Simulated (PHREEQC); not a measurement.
1 kg of water holding 0.27 mol KCl, 0.056 mol NaBr, 9.8e-05 mol CaSO4, 0.077 mol MgBr2 and 0.011 mol NaCl is evaporated at 25 °C; the solids stay in contact with the brine. CO2 from the air is kept out. The run lets Arcanite, Bischofite, Bloedite, Brucite, Carnallite, Epsomite, Glaserite, Glauberite, Gypsum, Anhydrite, Halite, Hexahydrite, Kainite, Kieserite, Leonite, Mirabilite, Misenite, Polyhalite, Portlandite, Schoenite, Sylvite, Syngenite, Thenardite, MgCl2_4H2O precipitate or redissolve, and no other solid.

Equilibrium calculation in PHREEQC: Pitzer model, pitzer.dat.

```json
[
 {"water left (kg)": "1", "ionic strength": "0.568", "water activity": "0.985", "Sylvite (mol)": "0", "Ca in solution (mol/kgw)": "9.80e-5", "S in solution (mol/kgw)": "9.80e-5"},
 {"water left (kg)": "0.8219", "ionic strength": "0.692", "water activity": "0.982", "Sylvite (mol)": "0", "Ca in solution (mol/kgw)": "0.000119", "S in solution (mol/kgw)": "0.000119"},
 {"water left (kg)": "0.6755", "ionic strength": "0.841", "water activity": "0.978", "Sylvite (mol)": "0", "Ca in solution (mol/kgw)": "0.000145", "S in solution (mol/kgw)": "0.000145"},
 {"water left (kg)": "0.5552", "ionic strength": "1.02", "water activity": "0.973", "Sylvite (mol)": "0", "Ca in solution (mol/kgw)": "0.000177", "S in solution (mol/kgw)": "0.000177"},
 {"water left (kg)": "0.4563", "ionic strength": "1.25", "water activity": "0.967", "Sylvite (mol)": "0", "Ca in solution (mol/kgw)": "0.000215", "S in solution (mol/kgw)": "0.000215"},
 {"water left (kg)": "0.375", "ionic strength": "1.52", "water activity": "0.960", "Sylvite (mol)": "0", "Ca in solution (mol/kgw)": "0.000261", "S in solution (mol/kgw)": "0.000261"},
 {"water left (kg)": "0.3082", "ionic strength": "1.84", "water activity": "0.951", "Sylvite (mol)": "0", "Ca in solution (mol/kgw)": "0.000318", "S in solution (mol/kgw)": "0.000318"},
 {"water left (kg)": "0.2533", "ionic strength": "2.24", "water activity": "0.939", "Sylvite (mol)": "0", "Ca in solution (mol/kgw)": "0.000387", "S in solution (mol/kgw)": "0.000387"},
 {"water left (kg)": "0.2082", "ionic strength": "2.73", "water activity": "0.924", "Sylvite (mol)": "0", "Ca in solution (mol/kgw)": "0.000471", "S in solution (mol/kgw)": "0.000471"},
 {"water left (kg)": "0.1711", "ionic strength": "3.32", "water activity": "0.905", "Sylvite (mol)": "0", "Ca in solution (mol/kgw)": "0.000573", "S in solution (mol/kgw)": "0.000573"},
 {"water left (kg)": "0.1407", "ionic strength": "4.04", "water activity": "0.881", "Sylvite (mol)": "0", "Ca in solution (mol/kgw)": "0.000697", "S in solution (mol/kgw)": "0.000697"},
 {"water left (kg)": "0.1156", "ionic strength": "4.92", "water activity": "0.850", "Sylvite (mol)": "0", "Ca in solution (mol/kgw)": "0.000848", "S in solution (mol/kgw)": "0.000848"},
 {"water left (kg)": "0.09502", "ionic strength": "5.98", "water activity": "0.811", "Sylvite (mol)": "0", "Ca in solution (mol/kgw)": "0.00103", "S in solution (mol/kgw)": "0.00103"},
 {"water left (kg)": "0.07809", "ionic strength": "7.28", "water activity": "0.760", "Sylvite (mol)": "0", "Ca in solution (mol/kgw)": "0.00126", "S in solution (mol/kgw)": "0.00126"},
 {"water left (kg)": "0.06418", "ionic strength": "8.18", "water activity": "0.721", "Sylvite (mol)": "0.0433", "Ca in solution (mol/kgw)": "0.00153", "S in solution (mol/kgw)": "0.00153"},
 {"water left (kg)": "0.05275", "ionic strength": "8.91", "water activity": "0.687", "Sylvite (mol)": "0.0986", "Ca in solution (mol/kgw)": "0.00186", "S in solution (mol/kgw)": "0.00186"}
]
```

Sylvite from water left = 0.06418 kg.
